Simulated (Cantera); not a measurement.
# Thermodynamics of hydrogen reduction and annealing atmospheres, feed SiO2 + H2

A closed system holds: 1 mol SiO2, 6.5 mol H2, at 8200 Pa.

Method: chemical equilibrium by Gibbs-energy minimisation in Cantera with the NASA 1993 tables (ideal gas, pure condensed phases). Candidate condensed phases: H2O, Si, SiO2; 18 gas species. The tables hold silica as quartz up to 1696 K and as liquid above; real silica turns to tridymite and cristobalite and melts near 1996 K. Equilibrium is a limit: real reactors are often held back by kinetics, nucleation or transport.

From 723 K to 823 K the condensed part is SiO2(α-quartz). From 873 K to 1373 K the condensed part is SiO2(β-quartz).

```tsv
T (K)	x H2	x H2O	x SiO	x H	x SiH4	n SiO2(α-quartz)	n SiO2(β-quartz)
723	1.00	4.85e-12	<1e-12	<1e-12	2.42e-12	1.00	0
773	1.00	2.36e-11	<1e-12	3.17e-12	1.18e-11	1.00	0
823	1.00	9.40e-11	<1e-12	2.56e-11	4.70e-11	1.00	0
873	1.00	3.19e-10	1.21e-12	1.63e-10	1.59e-10	0	1.00
923	1.00	9.47e-10	2.54e-11	8.54e-10	4.61e-10	0	1.00
973	1.00	2.60e-9	3.76e-10	3.78e-9	1.11e-9	0	1.00
1023	1.00	7.44e-9	3.70e-9	1.45e-8	1.86e-9	0	1.00
1073	1.00	2.55e-8	2.21e-8	4.89e-8	1.69e-9	0	1.00
1123	1.00	9.47e-8	9.25e-8	1.49e-7	1.05e-9	0	1.000
1173	1.000	3.28e-7	3.27e-7	4.12e-7	6.19e-10	0	1.000
1223	1.000	1.03e-6	1.03e-6	1.05e-6	3.77e-10	0	1.000
1273	1.000	2.97e-6	2.97e-6	2.49e-6	2.38e-10	0	1.000
1323	1.000	7.85e-6	7.85e-6	5.54e-6	1.56e-10	0	1.000
1373	1.000	1.93e-5	1.93e-5	1.16e-5	1.05e-10	0	1.000
```
x: gas mole fraction; n: condensed amount in mol.
